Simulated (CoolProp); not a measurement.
Vapour-liquid equilibrium of carbon dioxide (1) + dimethyl ether (2) at 264.2 K; x and y are mole fractions of (1).

Values from CoolProp's multi-fluid Helmholtz-energy mixture model, Span 1996 and Wu 2011; pair parameters Bell 2016.

Task: Give the bubble pressure and the first vapour's composition at x = 0.5, 0.8, 0.95. Is there an azeotrope?

Result: x = 0.5: 1221 kPa, y = 0.905; x = 0.8: 2076 kPa, y = 0.974; x = 0.95: 2557 kPa, y = 0.994. No azeotrope shows between x = 0.05 and 0.95.

The pair parameters rest on a limited set of measurements; away from them the model extrapolates.
